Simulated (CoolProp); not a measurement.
Vapour-liquid equilibrium of toluene (1) + n-nonane (2) at 56.5 kPa; x and y are mole fractions of (1).

Model: multi-fluid Helmholtz-energy mixture model, Lemmon 2006 and Lemmon 2006; pair parameters Bell 2016, in CoolProp.

Give the bubble temperature and the first vapour's composition at x = 0.05, 0.2, 0.35. Is there an azeotrope?

x = 0.05: 398.8 K, y = 0.162; x = 0.2: 388.4 K, y = 0.485; x = 0.35: 381.0 K, y = 0.665. No azeotrope shows between x = 0.05 and 0.95.

The pair parameters rest on a limited set of measurements; away from them the model extrapolates.
